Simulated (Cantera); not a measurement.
# Hydrocarbon pyrolysis for carbon deposition

An isothermal, constant-pressure homogeneous reactor starts with 16.2 % CH4, 80.8 % H2, 3.07 % H2O, at 1725 K and 0.00355 atm.

Detailed kinetics in Cantera: GRI-Mech 3.0 (53 species, 325 reactions). GRI-Mech 3.0 stops at C3 and has no aromatics, soot or wall deposition, so with more carbon than oxygen in the feed, carbon stays in small species such as C2H2 where larger ones or solid carbon would form. Radical loss at walls, strong at low pressure, is not modelled.

```tsv
t (s)	x CH4	x H2	x CH3	x C2H2	x CH2
2.00e-5	0.162	0.808	4.59e-7	<1e-12	<1e-12
7.23e-5	0.162	0.808	1.95e-6	<1e-12	<1e-12
0.000262	0.162	0.808	8.03e-6	<1e-12	1.17e-11
0.000946	0.162	0.808	3.03e-5	8.09e-12	2.41e-10
0.00342	0.161	0.808	0.000111	1.89e-9	3.69e-9
0.0124	0.161	0.808	0.000402	4.38e-7	4.83e-8
0.0447	0.159	0.808	0.00147	0.000119	5.66e-7
0.162	0.129	0.824	0.00331	0.0106	2.75e-6
0.585	0.0593	0.867	0.00182	0.0425	2.08e-6
2.11	0.0159	0.894	0.000637	0.0613	1.15e-6
7.65	0.00411	0.904	0.000221	0.0634	6.02e-7
27.7	0.00206	0.912	0.000124	0.0575	3.82e-7
100	0.000399	0.916	2.61e-5	0.0547	8.89e-8
```
x: mole fraction; the columns are a selection and need not sum to one.

Equilibrium at this temperature and pressure: CH4 7.63e-5, H2 0.916, CH3 5.03e-6, C2H2 0.0548, CH2 1.73e-8 (gas phase only).
